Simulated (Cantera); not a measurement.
Cantera with NASA thermochemical tables; ideal gases at 1 bar, condensed phases pure. Values are per mole of reaction as written; species without (g) are pure solids or liquids, kept so even where they would boil at 1 bar.

Question: Between 300 and 2525 K, where is each reaction favourable under standard conditions?
- CuF2 + 2 H(g) → Cu + 2 HF(g)

Answer: 
- CuF2 + 2 H(g) → Cu + 2 HF(g): ΔG° is -464 kJ at 300 K and -450 kJ at 2525 K; it stays negative (K > 1). ΔH° is -576 kJ and ΔS° -50 J/K at 2525 K.
